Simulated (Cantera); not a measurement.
## Low-pressure radical oxidation in H2/O2

An isothermal, constant-pressure homogeneous reactor starts with H2 : O2 = 0.022 : 1 (molar parts), equivalence ratio 0.011, at 1325 K and 0.0133 bar.

Cantera simulation using the H2/O2 subset of GRI-Mech 3.0, which has no nitrogen chemistry; the numbers are that mechanism's predictions, not measurements. Radical loss at walls, strong at low pressure, is not modelled.

```tsv
t (s)	x H2	x O2	x H	x OH	x O
0.000100	0.0215	0.978	6.46e-9	1.27e-8	1.40e-8
0.000261	0.0215	0.978	1.79e-8	5.85e-8	7.05e-8
0.000681	0.0215	0.978	1.74e-7	6.76e-7	8.62e-7
0.00178	0.0211	0.978	4.91e-5	0.000192	0.000249
0.00464	0.000240	0.959	0.00151	0.00248	0.0174
0.0121	0.000169	0.960	0.00131	0.00225	0.0168
0.0316	0.000149	0.962	0.00108	0.00212	0.0147
0.0825	0.000111	0.966	0.000682	0.00183	0.0108
0.215	5.91e-5	0.972	0.000257	0.00134	0.00560
0.562	1.97e-5	0.976	4.85e-5	0.000775	0.00183
1.47	4.51e-6	0.978	5.29e-6	0.000372	0.000417
3.83	9.21e-7	0.978	4.87e-7	0.000168	8.49e-5
10.0	2.05e-7	0.978	5.13e-8	7.96e-5	1.89e-5
```
x: mole fraction; the columns are a selection and need not sum to one.

Equilibrium at this temperature and pressure: H2 2.57e-8, O2 0.978, H 2.29e-9, OH 2.82e-5, O 2.37e-6 (gas phase only).
